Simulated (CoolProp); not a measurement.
A closed Brayton cycle with nitrogen: compressor inlet 307.15 K and 3.5 MPa, high pressure 10.4 MPa, turbine inlet 775 K, compressor efficiency 0.85, turbine efficiency 0.93, recuperator effectiveness 0.95 (on enthalpy, no pinch check). Each further row changes one setting.

Values from CoolProp's reference Helmholtz-energy equation of state, Span 2000.

```json
[
 {"case": "as stated", "thermal efficiency (%)": "…", "net work (kJ/kg)": "67.4", "compressor to turbine work": "0.67", "compressor exit (K)": "440.4", "turbine exit (K)": "589.8"},
 {"case": "turbine inlet 725 K", "thermal efficiency (%)": "…", "net work (kJ/kg)": "53.8", "compressor to turbine work": "…", "compressor exit (K)": "440.4", "turbine exit (K)": "550.2"},
 {"case": "compressor inlet 317.15 K", "thermal efficiency (%)": "…", "net work (kJ/kg)": "62.6", "compressor to turbine work": "0.70", "compressor exit (K)": "…", "turbine exit (K)": "589.8"},
 {"case": "high pressure 8.84 MPa", "thermal efficiency (%)": "…", "net work (kJ/kg)": "64.0", "compressor to turbine work": "0.64", "compressor exit (K)": "…", "turbine exit (K)": "614.6"},
 {"case": "recuperator effectiveness 0.5", "thermal efficiency (%)": "…", "net work (kJ/kg)": "67.4", "compressor to turbine work": "0.67", "compressor exit (K)": "440.4", "turbine exit (K)": "589.8"}
]
```

**Question.** What belongs in the gaps?

**Answer.** 
- as stated, thermal efficiency (%): 30.8
- turbine inlet 725 K, thermal efficiency (%): 26.5
- turbine inlet 725 K, compressor to turbine work: 0.72
- compressor inlet 317.15 K, thermal efficiency (%): 28.8
- compressor inlet 317.15 K, compressor exit (K): 454.6
- high pressure 8.84 MPa, thermal efficiency (%): 33.0
- high pressure 8.84 MPa, compressor exit (K): 417.8
- recuperator effectiveness 0.5, thermal efficiency (%): 23.1
